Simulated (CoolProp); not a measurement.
A simple Rankine cycle with trans-2-butene: condensing at 314.15 K, boiler at 2.32 MPa, turbine inlet 398.2 K, turbine efficiency 0.6, pump efficiency 0.6, no recuperator. Each further row changes one setting.

Model: reference Helmholtz-energy equation of state, Lemmon 2005, in CoolProp. It is a short technical equation, of lower accuracy than the large ones.

```
case                             thermal efficiency (%)  net work (kJ/kg)  heat in (kJ/kg)  turbine exit temperature (K)  volume ratio over the turbine
-------------------------------  ----------------------  ----------------  ---------------  ----------------------------  -----------------------------
as stated                                             …                 …              451                         339.7                           7.52
turbine inlet 418.2 K                               9.2              46.6              506                         365.9                              …
condensing temperature 306.15 K                       …              46.6                …                             …                           9.48
boiler pressure 1.62 MPa                            7.9              38.0                …                         358.7                           4.62
turbine efficiency 0.5                              7.3              33.0              451                         343.9                           7.65
```

Question: Some entries are withheld; supply them.

Answer: 
- as stated, thermal efficiency (%): 9.0
- as stated, net work (kJ/kg): 40.8
- turbine inlet 418.2 K, volume ratio over the turbine: 6.96
- condensing temperature 306.15 K, thermal efficiency (%): 9.9
- condensing temperature 306.15 K, heat in (kJ/kg): 470
- condensing temperature 306.15 K, turbine exit temperature (K): 334.8
- boiler pressure 1.62 MPa, heat in (kJ/kg): 483
